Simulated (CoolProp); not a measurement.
Aqueous sodium chloride as a coolant, at -5 °C, 1 atm.

Computed with CoolProp (Melinder's fits for secondary coolants).

```json
[
 {"mass %": "10.3", "freezing point (°C)": "-6.8", "Prandtl number": "16.4", "density (kg/m³)": "1080", "viscosity (mPa s)": "2.45", "cp (kJ/(kg K))": "3.666"},
 {"mass %": "13.4", "freezing point (°C)": "-9.4", "Prandtl number": "17.2", "density (kg/m³)": "1105", "viscosity (mPa s)": "2.64", "cp (kJ/(kg K))": "3.557"},
 {"mass %": "16.5", "freezing point (°C)": "-12.4", "Prandtl number": "18.3", "density (kg/m³)": "1130", "viscosity (mPa s)": "2.87", "cp (kJ/(kg K))": "3.465"},
 {"mass %": "19.6", "freezing point (°C)": "-16.0", "Prandtl number": "19.7", "density (kg/m³)": "1155", "viscosity (mPa s)": "3.15", "cp (kJ/(kg K))": "3.384"},
 {"mass %": "22.7", "freezing point (°C)": "-20.1", "Prandtl number": "21.6", "density (kg/m³)": "1181", "viscosity (mPa s)": "3.51", "cp (kJ/(kg K))": "3.311"}
]
```
